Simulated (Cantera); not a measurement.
Input (Python, Cantera) and output of one run.

```python
import numpy as np
import cantera as ct

gas_names = """
    B BN B2 N N2
""".split()
cond_names = """
    B(b) B(L) BN(s)
""".split()


# ... load() reads the species with a 1 bar reference pressure and builds the phases ...
atoms = {
    'BN': {'B': 1, 'N': 1},
    'N2': {'N': 2},
}
top_T = {'BN(s)': 3200}  # K; cautious upper limits of use, not melting points


# ... equilibrate(T, P, feed) seeds the gas with the atoms and calls Mixture.equilibrate('TP', solver="vcs", rtol=1e-11, max_steps=5000) ...
results = []
feed = {'BN': 1, 'N2': 0.14}  # mol
P = 110  # Pa
for T in [1748, 1823, 1898, 1973, 2048, 2123, 2198, 2273, 2348]:
    mix = equilibrate(T, P, feed)
    results.append((T, P, feed, dict(zip(mix.species_names, mix.species_moles))))

top = {s: max(r[3][s] / sum(r[3][g] for g in gas_names) for r in results) for s in gas_names}
cols = sorted((s for s in top if top[s] > 1e-05), key=lambda s: -top[s])[:5]
seen = [c for c in cond_names if any(r[3].get(c, 0) > 1e-12 for r in results)]
print("log10 of partial pressures in bar; condensed amounts in mol")
print(f"{'T/K':>10s}" + "".join(f"{s[:9]:>10s}" for s in cols + seen))
for T, P, feed, n in results:
    ng = sum(n[g] for g in gas_names)
    print(f"{T:10.4g}" + "".join(f"{np.log10(max(n[s] / ng * P / 1e5, 1e-99)):10.3f}" for s in cols)
          + "".join(f"{n.get(c, 0):10.4g}" for c in seen))
```

Output:

```
log10 of partial pressures in bar; condensed amounts in mol
       T/K        N2         B        BN      B(b)     BN(s)
      1748    -2.959   -10.385   -11.497         0         1
      1823    -2.959    -9.396   -10.615         0         1
      1898    -2.959    -8.487    -9.804         0         1
      1973    -2.959    -7.647    -9.055         0         1
      2048    -2.959    -6.870    -8.363         0         1
      2123    -2.959    -6.148    -7.720         0    0.9999
      2198    -2.960    -5.575    -7.220    0.9984         0
      2273    -2.962    -5.143    -6.857    0.9957         0
      2348    -2.966    -4.738    -6.519     0.989         0
```

These are equilibrium values from Cantera (NASA tables, ideal gas, pure condensed phases), not measurements of a reactor.
